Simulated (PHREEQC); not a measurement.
Make-up at 20 °C: 0.0065 mol/kgw KHCO3 and 0.096 mol/kgw NaF. Closed to the air; pH follows from the charge balance.

Equilibrium calculation in PHREEQC: ion-association model, phreeqc.dat.

**Question.** The ionic strength comes out as 0.0994 mol/kgw. What activity coefficients do HCO3-, OH-, CO3-2, Na+, F- get?

**Answer.** HCO3- 0.79, OH- 0.76, CO3-2 0.39, Na+ 0.79, F- 0.76.

This is a speciation only: nothing precipitates in the calculation.
